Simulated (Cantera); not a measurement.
# Fluorocarbon and chlorocarbon gases: CH2F2 + CH4 + H2

Feed: 1 mol CH2F2, 0.11 mol CH4, 11 mol H2, at 7.50 Torr.

Method: chemical equilibrium by Gibbs-energy minimisation in Cantera with the NASA 1993 tables (ideal gas, pure condensed phases). Candidate condensed phases: C, C6H6, C7H8, C8H18; 95 gas species. The numbers say what is thermodynamically allowed, not how fast it happens.

| T (°C) | x H2 | x H | x HF | x C2H2 (acetylene) | x C2H | x C3 | n C(graphite) |
|---|---|---|---|---|---|---|---|
| 1777 | 0.829 | 0.0207 | 0.150 | 0.000880 | 4.84e-7 | 9.21e-9 | 1.09 |
| 1827 | 0.821 | 0.0282 | 0.149 | 0.00119 | 1.05e-6 | 2.89e-8 | 1.08 |
| 1877 | 0.812 | 0.0380 | 0.148 | 0.00157 | 2.21e-6 | 8.57e-8 | 1.07 |
| 1927 | 0.800 | 0.0504 | 0.147 | 0.00205 | 4.47e-6 | 2.42e-7 | 1.05 |
| 1977 | 0.785 | 0.0658 | 0.146 | 0.00263 | 8.74e-6 | 6.50e-7 | 1.04 |
| 2027 | 0.767 | 0.0848 | 0.145 | 0.00331 | 1.65e-5 | 1.67e-6 | 1.02 |
| 2077 | 0.745 | 0.108 | 0.143 | 0.00411 | 3.04e-5 | 4.13e-6 | 0.993 |
| 2127 | 0.719 | 0.135 | 0.141 | 0.00501 | 5.41e-5 | 9.81e-6 | 0.965 |
| 2177 | 0.688 | 0.167 | 0.139 | 0.00601 | 9.37e-5 | 2.25e-5 | 0.931 |
| 2227 | 0.654 | 0.203 | 0.136 | 0.00707 | 0.000158 | 4.97e-5 | 0.892 |
| 2277 | 0.614 | 0.244 | 0.133 | 0.00817 | 0.000259 | 0.000107 | 0.847 |
| 2327 | 0.571 | 0.290 | 0.129 | 0.00926 | 0.000414 | 0.000221 | 0.794 |
| 2377 | 0.524 | 0.339 | 0.125 | 0.0103 | 0.000645 | 0.000447 | 0.731 |
x: gas mole fraction; n: condensed amount in mol.

From 1777 °C to 2377 °C the condensed part is C(graphite). The main C-bearing gas is C2H2 (acetylene) throughout. The share of C in condensed phases is highest at 1777 °C (97.9 %) and lowest at 2377 °C (65.8 %).
